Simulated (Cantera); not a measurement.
Feed: 1 mol V₂O₃, 200 mol H₂, 1.5 mol N₂, equilibrated at 44.3 Torr.

Cantera equilibrium calculation (NASA polynomials, part measured and part estimated; ideal gas, pure solids and liquids). Candidate condensed phases: H₂O, V, VN, VO, V₂O₃, V₂O₄, V₂O₅; 28 gas species. VO: taken at fixed stoichiometry. The numbers say what is thermodynamically allowed, not how fast it happens. All values below are at 1552 °C.

Base state: H₂ 0.986, N₂ 0.00744, H₂O 0.00495, H 0.00180 (mole fractions); condensed: VO(s).

Problem. What changes in the equilibrium state with this change: pressure from 44.3 Torr to 0.458 Torr?

Solution. 
```json
[
 {"species": "H₂", "before": "0.986", "after": "0.970"},
 {"species": "H", "before": "0.00180", "after": "0.0176"},
 {"species": "N₂", "before": "0.00744", "after": "0.00738"},
 {"species": "H₂O", "before": "0.00495", "after": "0.00459"},
 {"species": "VO₂", "before": "3.58e-6", "after": "0.000326"},
 {"species": "VO", "before": "1.66e-6", "after": "0.000161"},
 {"species": "VO(s), mol", "before": "2.00", "after": "1.90"}
]
```
